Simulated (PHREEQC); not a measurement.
PHREEQC input (Pitzer model, pitzer.dat):

```
SOLUTION 1
  temp 25
  units mol/kgw
  pH 7 charge
  Cl 0.484
  K 0.25
  Li 0.064
  Na 0.17
END
USE solution 1
INCREMENTAL_REACTIONS false
REACTION 1
  H2O -1
  0 9.886 18.011 24.689 30.178 34.689 38.397 41.444
  43.949 46.007 47.699 49.089 50.232 51.172 51.944 52.578
  53.1 53.528 53.88 54.17 54.408 54.603 54.764 54.896
  55.005 moles
EQUILIBRIUM_PHASES 1
  Halite 0 0
  Sylvite 0 0
SELECTED_OUTPUT 1
  -reset false
  -pH true
  -pe true
  -ionic_strength true
  -water true
  -activities H2O
  -totals Cl K Li Na
  -molalities H+ Li+ Na+ K+ Cl- OH-
  -equilibrium_phases Halite Sylvite
PRINT
  -reset false
END
```

Selected output (columns that matter, 20 of 25 rows; water left (kg) added in front):

```
water left (kg)	pH	mu	Cl	K	Li	Na	m_H+	m_Li+	m_Na+	m_K+	m_Cl-	la_H2O	Halite	Sylvite
1	6.9546	0.484	0.484	0.25	0.064	0.17	1.3935e-07	0.064	0.17	0.25	0.484	-0.0069303	0	0
0.821894	6.946	0.58888	0.58888	0.30418	0.077869	0.20684	1.396e-07	0.077869	0.20684	0.30418	0.58888	-0.0084407	0	0
0.555203	6.9236	0.87175	0.87175	0.45029	0.11527	0.30619	1.3826e-07	0.11527	0.30619	0.45029	0.87175	-0.012571	0	0
0.456313	6.9089	1.0607	1.0607	0.54787	0.14025	0.37255	1.3639e-07	0.14025	0.37255	0.54787	1.0607	-0.015384	0	0
0.375043	6.8913	1.2905	1.2905	0.66659	0.17065	0.45328	1.3349e-07	0.17065	0.45328	0.66659	1.2905	-0.018871	0	0
0.30824	6.8702	1.5702	1.5702	0.81106	0.20763	0.55152	1.2937e-07	0.20763	0.55152	0.81106	1.5702	-0.023219	0	0
0.208215	6.8142	2.3245	2.3245	1.2007	0.30737	0.81646	1.1684e-07	0.30737	0.81646	1.2007	2.3245	-0.035589	0	0
0.171138	6.7776	2.8281	2.8281	1.4608	0.37397	0.99335	1.082e-07	0.37397	0.99335	1.4608	2.8281	-0.044416	0	0
0.140655	6.7336	3.4411	3.441	1.7774	0.45501	1.2086	9.7963e-08	0.45501	1.2086	1.7774	3.441	-0.055821	0	0
0.115613	6.6811	4.1864	4.1864	2.1624	0.55357	1.4704	8.6303e-08	0.55357	1.4704	2.1624	4.1864	-0.070719	0	0
0.0780853	6.5518	5.7582	5.7582	2.7615	0.81962	2.1771	6.5495e-08	0.81962	2.1771	2.7615	5.7582	-0.10727	0	0.034369
0.0641769	6.4805	6.0449	6.0448	2.3987	0.99724	2.6489	6.2529e-08	0.99724	2.6489	2.3987	6.0448	-0.11762	0	0.096061
0.0527548	6.3923	6.4348	6.4348	1.9991	1.2132	3.2225	5.8389e-08	1.2132	3.2225	1.9991	6.4348	-0.13212	0	0.14454
0.0433504	6.2822	6.973	6.973	1.5751	1.4763	3.9215	5.2708e-08	1.4763	3.9215	1.5751	6.973	-0.153	0	0.18172
0.0292979	6.1981	6.9668	6.9668	1.3379	2.1845	3.4445	5.5554e-08	2.1845	3.4445	1.3379	6.9668	-0.16134	0.069084	0.2108
0.0240733	6.143	6.9669	6.9669	1.1994	2.6585	3.109	5.7514e-08	2.6585	3.109	1.1994	6.9669	-0.1669	0.095157	0.22113
0.0197855	6.0743	6.9943	6.9943	1.0424	3.2347	2.7172	5.9621e-08	3.2347	2.7172	1.0424	6.9943	-0.17451	0.11624	0.22938
0.0162724	5.988	7.0709	7.0709	0.86833	3.9331	2.2695	6.1624e-08	3.9331	2.2695	0.86833	7.0709	-0.18525	0.13307	0.23587
0.0109937	5.733	7.553	7.553	0.48642	5.8215	1.2451	6.2553e-08	5.8215	1.2451	0.48642	7.553	-0.22607	0.15631	0.24465
0.00902992	5.54	8.1345	8.1345	0.30304	7.0875	0.74392	5.8468e-08	7.0875	0.74392	0.30304	8.1345	-0.26712	0.16328	0.24726
```

Species that the database lacks are ignored.
